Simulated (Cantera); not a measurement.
Input: 1 mol PbO, 2700 mol H₂, 0.64 mol H₂O, at 1975 K and 1700 Pa.

These are equilibrium values from Cantera (NASA tables, ideal gas, pure condensed phases), not measurements of a reactor. Candidate condensed phases: H₂O, Pb, PbO, PbO₂, Pb₃O₄; 12 gas species. The numbers say what is thermodynamically allowed, not how fast it happens.

Base state: H₂ 0.989, H 0.0104, H₂O 0.000603, Pb 0.000368 (mole fractions); condensed: gas only.

Problem. What changes in the equilibrium state with this change: temperature from 1975 K to 2125 K?

Solution. 
| species | before | after |
|---|---|---|
| H₂ | 0.989 | 0.972 |
| H | 0.0104 | 0.0275 |
| H₂O | 0.000603 | 0.000597 |
| Pb | 0.000368 | 0.000365 |
